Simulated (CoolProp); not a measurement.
Properties of R124 along the isobar 6.63 bar (Tc = 122.3 °C, pc = 36.24 bar, ω = 0.288).

The numbers come from the reference Helmholtz-energy equation of state, de Vries 1995 in CoolProp.

```
T (°C)   phase  density (kg/m³)  cv (kJ/(kg K))  speed of sound (m/s)  Prandtl number
------  ------  ---------------  --------------  --------------------  --------------
-37.95  liquid             1550          0.7008                 784.5            6.44
-12.75  liquid             1478      (withheld)                 680.3      (withheld)
12.45   liquid             1399          0.7505                 578.3      (withheld)
37.65   liquid             1311      (withheld)                 475.8      (withheld)
62.95      gas            36.93          0.7507                 133.5           0.771
88.15      gas            33.20          0.7717                 142.2           0.734
113.35     gas       (withheld)          0.7984                 149.6           0.712
138.55     gas            28.03          0.8269                 156.3           0.696
163.85     gas            26.10          0.8562                 162.4           0.683
189.05     gas            24.46      (withheld)                 168.1           0.673
```

Problem. What belongs in the gaps?

Solution. 
- -12.75, cv (kJ/(kg K)): 0.7249
- -12.75, Prandtl number: 5.17
- 12.45, Prandtl number: 4.35
- 37.65, cv (kJ/(kg K)): 0.7780
- 37.65, Prandtl number: 3.78
- 113.35, density (kg/m³): 30.34
- 189.05, cv (kJ/(kg K)): 0.8857

Viscosity comes from a separate model (Bell 2016), an estimate that may be off by 10 % or more. Thermal conductivity comes from a separate model (Huber 2003), an estimate that may be off by 10 % or more.
